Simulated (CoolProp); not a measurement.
A simple Rankine cycle with water: condensing at 302.15 K, boiler at 9.3 MPa, turbine inlet 583.9 K, turbine efficiency 0.9, pump efficiency 0.7, no recuperator. Each further row changes one setting.

Computed with CoolProp (reference Helmholtz-energy equation of state, Wagner 2002).

```tsv
case	thermal efficiency (%)	net work (kJ/kg)	heat in (kJ/kg)	turbine exit temperature (K)	volume ratio over the turbine
as stated	35.3	931	2630	302.1	1190
turbine inlet 603.9 K	35.7	975	2730	302.1	1100
condensing temperature 294.15 K	36.3	969	2670	294.1	1850
boiler pressure 6.51 MPa	34.6	959	2770	302.1	763
turbine efficiency 0.8	31.4	826	2630	302.1	1260
```

The expansion ends wet for: as stated; turbine inlet 603.9 K; condensing temperature 294.15 K; boiler pressure 6.51 MPa; turbine efficiency 0.8.
